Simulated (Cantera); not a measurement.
A freely propagating, adiabatic, planar premixed flame of H₂ : O₂ : N₂ : H₂O = 1 : 0.538 : 1.51 : 0.82 (molar parts), equivalence ratio 0.93, unburnt at 375 K and 0.132 atm; multicomponent+Soret transport, grid criteria slope 0.08 and curve 0.16, no radiation.

Detailed kinetics in Cantera: the H2/O2 subset of GRI-Mech 3.0, which has no nitrogen chemistry. Burning velocities carry a grid error of a few per cent, more on coarse grids.

Q: Predict: laminar burning velocity; thermal thickness; peak x(H); peak x(H₂O₂); peak x(OH).

A: 
| Property | Value |
|---|---|
| laminar burning velocity | 216 cm/s |
| thermal thickness | 4.20 mm |
| peak x(H) | 0.0422 |
| peak x(H₂O₂) | 3.79e-5 |
| peak x(OH) | 0.0131 |
